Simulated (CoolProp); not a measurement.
Vapour-liquid equilibrium of propane (1) + isobutane (2) at 15.9 bar; x and y are mole fractions of (1).

Values from CoolProp's multi-fluid Helmholtz-energy mixture model, Lemmon 2009 and Bücker 2006; pair parameters Kunz 2012.

Q: Give the bubble temperature and the first vapour's composition at x = 0.65, 0.8, 0.95. Is there an azeotrope?

A: x = 0.65: 332.3 K, y = 0.774; x = 0.8: 326.7 K, y = 0.884; x = 0.95: 321.4 K, y = 0.974. No azeotrope shows between x = 0.05 and 0.95.

Pair parameters are fitted to limited data, so mixtures are less certain than the pure fluids.
